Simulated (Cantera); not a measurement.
A freely propagating, adiabatic, planar premixed flame of CH4 : C2H6 : C3H8 : O2 : N2 = 1 : 1 : 0.049 : 5.22 : 19.6 (molar parts), equivalence ratio 1.1, unburnt at 625 K and 250000 Pa; mixture-averaged transport, grid criteria slope 0.08 and curve 0.16, no radiation.

Cantera simulation using GRI-Mech 3.0 (53 species, 325 reactions); the numbers are that mechanism's predictions, not measurements. Burning velocities carry a grid error of a few per cent, more on coarse grids.

Q: What does this change do: 2.3 parts CO2 added?

A: 
```tsv
quantity	before	after
laminar burning velocity	123 cm/s	78.4 cm/s
thermal thickness	0.135 mm	0.184 mm
peak x(HCN)	9.87e-6	4.78e-6
peak x(OH)	0.00950	0.00662
```
